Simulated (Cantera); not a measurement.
## Adiabatic ignition

An adiabatic, constant-volume homogeneous reactor starts with 5.70 % CH4, 19.3 % O2, 72.4 % N2, 2.51 % H2O, at 1300 K and 2400 Torr.

Cantera simulation using GRI-Mech 3.0 (53 species, 325 reactions); the numbers are that mechanism's predictions, not measurements.

```json
[
 {"t (s)": "6.00e-6", "T (K)": "1300", "P (bar)": "3.20", "x CH4": "0.0570", "x O2": "0.193", "x H2O": "0.0251", "x OH": "2.03e-10", "x CH3": "6.24e-8"},
 {"t (s)": "2.39e-5", "T (K)": "1300", "P (bar)": "3.20", "x CH4": "0.0570", "x O2": "0.193", "x H2O": "0.0251", "x OH": "7.48e-10", "x CH3": "2.71e-7"},
 {"t (s)": "9.51e-5", "T (K)": "1300", "P (bar)": "3.20", "x CH4": "0.0570", "x O2": "0.193", "x H2O": "0.0251", "x OH": "4.26e-9", "x CH3": "1.54e-6"},
 {"t (s)": "0.000379", "T (K)": "1300", "P (bar)": "3.20", "x CH4": "0.0570", "x O2": "0.193", "x H2O": "0.0251", "x OH": "3.30e-8", "x CH3": "1.24e-5"},
 {"t (s)": "0.00151", "T (K)": "1303", "P (bar)": "3.21", "x CH4": "0.0565", "x O2": "0.193", "x H2O": "0.0255", "x OH": "1.33e-7", "x CH3": "3.10e-5"},
 {"t (s)": "0.00600", "T (K)": "2603", "P (bar)": "6.46", "x CH4": "<1e-12", "x O2": "0.0723", "x H2O": "0.131", "x OH": "0.0108", "x CH3": "<1e-12"},
 {"t (s)": "0.0239", "T (K)": "2597", "P (bar)": "6.44", "x CH4": "<1e-12", "x O2": "0.0707", "x H2O": "0.131", "x OH": "0.0106", "x CH3": "<1e-12"},
 {"t (s)": "0.0951", "T (K)": "2597", "P (bar)": "6.44", "x CH4": "<1e-12", "x O2": "0.0707", "x H2O": "0.131", "x OH": "0.0106", "x CH3": "<1e-12"},
 {"t (s)": "0.379", "T (K)": "2597", "P (bar)": "6.44", "x CH4": "<1e-12", "x O2": "0.0707", "x H2O": "0.131", "x OH": "0.0106", "x CH3": "<1e-12"},
 {"t (s)": "1.51", "T (K)": "2597", "P (bar)": "6.44", "x CH4": "<1e-12", "x O2": "0.0707", "x H2O": "0.131", "x OH": "0.0106", "x CH3": "<1e-12"},
 {"t (s)": "6.00", "T (K)": "2597", "P (bar)": "6.44", "x CH4": "<1e-12", "x O2": "0.0707", "x H2O": "0.131", "x OH": "0.0106", "x CH3": "<1e-12"}
]
```
x: mole fraction; the columns are a selection and need not sum to one.

```
Quantity                                                          Result
---------------------------------  -------------------------------------
time of steepest temperature rise                                3.40 ms
temperature at 6.00 s                                             2597 K
equilibrium temperature                                           2597 K
x(CH4) at 6.00 s                   <1e-12 (gas-phase equilibrium <1e-12)
x(O2) at 6.00 s                    0.0707 (gas-phase equilibrium 0.0707)
x(H2O) at 6.00 s                     0.131 (gas-phase equilibrium 0.131)
```
